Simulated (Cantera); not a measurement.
## Boron, boron nitride and boron oxide: BCl₃ + H₂O

Charge: 1 mol BCl₃, 5.7 mol H₂O, equilibrated at 2098.15 K and 10.0 mbar.

Method: chemical equilibrium by Gibbs-energy minimisation in Cantera with the NASA 1993 tables (ideal gas, pure condensed phases). Candidate condensed phases: B, B₂O₃, B₃O₃H₃, H₂O; 33 gas species. The tables' values for BOCl are old estimates; treat these amounts as uncertain. The numbers say what is thermodynamically allowed, not how fast it happens.

The x(H₂O) is 0.447 and the x(HCl) comes out as 0.335. The x(HBO₂) comes out as 0.115. The x(Cl) is 0.0405 and the x(H₂) is 0.0351. The x(OH) comes out as 0.00872 and the x(H) comes out as 0.00577. The x(O₂) comes out as 0.00556. The x(B₂O₃) is 0.00356 and the gas amount is 7.983 mol. The log10 activity of B(s) (absent) is -8.38.
